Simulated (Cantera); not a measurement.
**Moist CO burnout**

A perfectly stirred reactor is fed with CO : O2 : H2O : N2 = 0.0036 : 0.0021 : 0.0027 : 1 (molar parts), equivalence ratio 0.86, at 100000 Pa; it is held at 1325 K, and followed from long to short residence time.

Cantera simulation using GRI-Mech 3.0 (53 species, 325 reactions); the numbers are that mechanism's predictions, not measurements.

| τ (s) | x CO | x O2 | x H2O | x H | x CO2 | x NO | x O |
|---|---|---|---|---|---|---|---|
| 11 | 3.30e-5 | 0.000315 | 0.00267 | 1.66e-6 | 0.00354 | 9.53e-7 | 1.75e-6 |
| 4.9 | 5.44e-5 | 0.000328 | 0.00266 | 3.36e-6 | 0.00352 | 8.39e-7 | 2.90e-6 |
| 2.2 | 8.83e-5 | 0.000347 | 0.00265 | 6.67e-6 | 0.00349 | 7.17e-7 | 4.80e-6 |
| 1.0 | 0.000140 | 0.000377 | 0.00264 | 1.27e-5 | 0.00344 | 6.20e-7 | 7.87e-6 |
| 0.47 | 0.000215 | 0.000420 | 0.00262 | 2.29e-5 | 0.00336 | 5.59e-7 | 1.26e-5 |
| 0.22 | 0.000326 | 0.000482 | 0.00259 | 3.95e-5 | 0.00325 | 5.27e-7 | 2.01e-5 |
| 0.099 | 0.000497 | 0.000576 | 0.00256 | 6.66e-5 | 0.00308 | 5.10e-7 | 3.23e-5 |
| 0.045 | 0.000743 | 0.000706 | 0.00252 | 0.000104 | 0.00283 | 4.88e-7 | 5.05e-5 |
| 0.021 | 0.00108 | 0.000879 | 0.00248 | 0.000147 | 0.00249 | 4.37e-7 | 7.49e-5 |
| 0.0095 | 0.00156 | 0.00112 | 0.00245 | 0.000187 | 0.00201 | 3.32e-7 | 0.000105 |
| 0.0044 | 0.00215 | 0.00140 | 0.00245 | 0.000192 | 0.00142 | 1.87e-7 | 0.000127 |
x: mole fraction; the columns are a selection and need not sum to one.
